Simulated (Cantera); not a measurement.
Input (Python, Cantera) and output of one run.

```python
import numpy as np
import cantera as ct

gas_names = [...]  # 95 gases of nasa_gas.yaml made of C, F, H
cond_names = """
    C(gr) C6H6(L) C7H8(L) C8H18(L),n-octa
""".split()


# ... load() reads the species with a 1 bar reference pressure and builds the phases ...
atoms = {
    'c-C4F8': {'C': 4, 'F': 8},
    'CH4': {'C': 1, 'H': 4},
    'H2': {'H': 2},
}
top_T = {'C(gr)': 4500}  # K; cautious upper limits of use, not melting points


# ... equilibrate(T, P, feed) seeds the gas with the atoms and calls Mixture.equilibrate('TP', solver="vcs", rtol=1e-11, max_steps=5000) ...
results = []
feed = {'c-C4F8': 1, 'CH4': 0.4, 'H2': 0.13}  # mol
T = 748.15  # K
P = 100000  # Pa
mix = equilibrate(T, P, feed)
results.append((T, P, feed, dict(zip(mix.species_names, mix.species_moles))))
print(gas.report(threshold=0.0001))
for i in range(1, mix.n_phases):
    print(f"{mix.phase(i).name:16s} {mix.phase_moles(i):12.5e} mol")
```

Result:

```
       temperature   748.15 K
          pressure   1e+05 Pa
           density   0.8159 kg/m^3
  mean mol. weight   50.753 kg/kmol
   phase of matter   gas

                          1 kg             1 kmol
                     ---------------   ---------------
          enthalpy       -1.0791e+07       -5.4765e+08  J
   internal energy       -1.0913e+07       -5.5387e+08  J
           entropy            5247.6        2.6633e+05  J/K
    Gibbs function       -1.4717e+07       -7.4691e+08  J
 heat capacity c_p            1146.1             58168  J/K
 heat capacity c_v            982.28             49853  J/K

                      mass frac. Y      mole frac. X     chem. pot. / RT
                     ---------------   ---------------   ---------------
               CF4           0.78403           0.45215           -185.06
                HF           0.21594           0.54781           -66.435
     [  +93 minor]        3.1438e-05        3.9483e-05

C(gr)             2.86500e+00 mol
```

Method: chemical equilibrium by Gibbs-energy minimisation in Cantera with the NASA 1993 tables (ideal gas, pure condensed phases). The feed counts by its element totals alone. Condensed phases not in the tables: fluorocarbon polymer. Gases not in the tables: C2F6 and larger saturated fluorocarbons.
